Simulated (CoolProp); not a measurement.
Vapour-liquid equilibrium of ethane (1) + propane (2) at 3.86 bar; x and y are mole fractions of (1).

Model: multi-fluid Helmholtz-energy mixture model, Bücker 2006 and Lemmon 2009; pair parameters Kunz 2012, in CoolProp.

Question: Give the bubble temperature and the first vapour's composition at x = 0.5, 0.8, 0.95. Is there an azeotrope?

Answer: x = 0.5: 230.8 K, y = 0.855; x = 0.8: 219.3 K, y = 0.966; x = 0.95: 214.9 K, y = 0.993. No azeotrope shows between x = 0.05 and 0.95.

Pair parameters are fitted to limited data, so mixtures are less certain than the pure fluids.
